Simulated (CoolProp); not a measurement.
Model: reference Helmholtz-energy equation of state, Kamei 1995, in CoolProp.

### Question
Give the vapour pressure (bar), liquid density (kg/m³), liquid viscosity (µPa s) of saturated R22 at 210.7, 232.6, 247.3 K.

### Answer
```tsv
T (K)	p (bar)	liquid density (kg/m³)	liquid viscosity (µPa s)
210.7	0.325	1470	396
232.6	1.03	1410	286
247.3	1.95	1360	235
```

Viscosity comes from a separate model (Bell 2016), an estimate that may be off by 10 % or more.
